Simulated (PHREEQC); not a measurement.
Make-up at 25 °C: 0.056 mol CdCl2 and 0.00042 mol MgSO4 per kg of water. Closed to the air; pH follows from the charge balance.

Model: ion-association model, phreeqc.dat, run in PHREEQC.

**Question.** The ionic strength comes out as 0.0806 mol/kgw. What activity coefficients do H+, CdCl3-, SO4-2, CdCl+, Cl- get?

**Answer.** H+ 0.83, CdCl3- 0.79, SO4-2 0.40, CdCl+ 0.79, Cl- 0.78.

No solid was allowed to form. Complexes and solids missing from the database can't appear.
